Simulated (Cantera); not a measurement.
Charge: 1 mol SiH4, 0.72 mol C2H2, 4.4 mol H2, held at 240 Pa.

Equilibrium computed with Cantera from the NASA thermochemical tables; the gas is ideal and each condensed phase is pure. Candidate condensed phases: C, C6H6, C7H8, C8H18, Si, SiC; 87 gas species. Gases not in the tables: Si2H6 and higher silanes. The numbers say what is thermodynamically allowed, not how fast it happens.

Problem. What share of the Si ends up in condensed phases as a function of T (°C), at 1477, 1527, 1577, 1627, 1677, 1727, 1777, 1827, 1877, 1927, 1977, 2027, 2077, 2127?

Solution. 
| T (°C) | Si condensed (%) | as |
|---|---|---|
| 1477 | 100.0 | SiC(s) |
| 1527 | 100.0 | SiC(s) |
| 1577 | 99.9 | SiC(s) |
| 1627 | 99.8 | SiC(s) |
| 1677 | 99.6 | SiC(s) |
| 1727 | 99.2 | SiC(s) |
| 1777 | 98.2 | SiC(s) |
| 1827 | 96.2 | SiC(s) |
| 1877 | 92.2 | SiC(s) |
| 1927 | 84.3 | SiC(s) |
| 1977 | 68.7 | SiC(s) |
| 2027 | 37.9 | SiC(s) |
| 2077 | 0.0 | - |
| 2127 | 0.0 | - |
